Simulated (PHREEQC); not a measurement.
NaOH is added in steps, without added water, to 1 kg of water holding 0.031 mol CaCl2 and 0.069 mol NaF, at 73 °C. O2 is buffered at 0.21 atm. CO2 from the air is kept out. The run lets Fluorite, Portlandite, Halite precipitate or redissolve, and no other solid.

Base run: PHREEQC, ion-association model, wateq4f.dat. Each further column changes one thing. The table gives pH.

| NaOH added (mol) | base | diluted 5-fold with water | CaCl2 from 0.031 to 0.0465 mol/kgw |
|---|---|---|---|
| 0 | 6.99 | 6.74 | 6.42 |
| 3.167e-05 | 8.14 | 8.19 | 8.12 |
| 6.333e-05 | 8.44 | 8.49 | 8.42 |
| 0.0001108 | 8.68 | 8.74 | 8.66 |
| 0.0001425 | 8.79 | 8.85 | 8.77 |
| 0.0001742 | 8.88 | 8.93 | 8.86 |
| 0.0002058 | 8.95 | 9.01 | 8.93 |
| 0.0002375 | 9.01 | 9.07 | 8.99 |
| 0.0002692 | 9.07 | 9.12 | 9.05 |
| 0.0003167 | 9.14 | 9.19 | 9.12 |
| 0.0003483 | 9.18 | 9.23 | 9.16 |
| 0.00038 | 9.22 | 9.27 | 9.20 |

Away from 25 °C the constants follow the database's enthalpies or fits; those with neither stay at their 25 °C values.
